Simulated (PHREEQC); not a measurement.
Arsenic or selenium liquor: speciation

Make-up at 44 °C: 0.00098 mol/kgw Na2HAsO4, 0.00032 mol/kgw H3PO4 and 0.0008 mol/kgw CaCl2. Closed to the air; pH follows from the charge balance.

Computed with PHREEQC (ion-association model, wateq4f.dat).

This is a speciation only: nothing precipitates in the calculation.

### Question
Predict the pH, ionic strength.

### Answer
pH 7.02; ionic strength 0.00484 mol/kgw.

### Question
In which forms is Ca present?

### Answer
Ca+2 94 %, CaHPO4 5.1 % of the Ca.

Examples of supersaturated solids here: Hydroxyapatite. Others may be too. Complexes and solids missing from the database can't appear. H3PO4, which wateq4f.dat lacks, is added to it with the constant of phreeqc.dat. At this temperature some constants are extrapolated from 25 °C, and those without enthalpy data are left unchanged. The database has no arsenate complexes of Ca.
